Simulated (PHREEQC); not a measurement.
Dissolve 0.022 mol/kgw K2CO3 and 0.0057 mol/kgw KNO3 at 80 °C. Closed to the air; pH follows from the charge balance.

All values are PHREEQC results (ion-association model, phreeqc.dat), not measurements.

Each row changes one thing in this solution. This is a speciation only: nothing precipitates in the calculation.

| case | pH | ionic strength (mol/kgw) |
|---|---|---|
| as made | 10.25 | 0.0657 |
| K2CO3 from 0.022 to 0.22 mol/kgw | 10.62 | 0.648 |
| K2CO3 replaced by K3PO4 at the same molality | [?] | [?] |
| temperature from 80 to 50 °C | [?] | 0.0685 |
| diluted 100-fold with water | [?] | 0.000510 |

### Question
Fill in the missing entries.

### Answer

- K2CO3 replaced by K3PO4 at the same molality, pH: 10.70
- K2CO3 replaced by K3PO4 at the same molality, ionic strength (mol/kgw): 0.101
- temperature from 80 to 50 °C, pH: 10.66
- diluted 100-fold with water, pH: 8.89

At this temperature some constants are extrapolated from 25 °C, and those without enthalpy data are left unchanged.
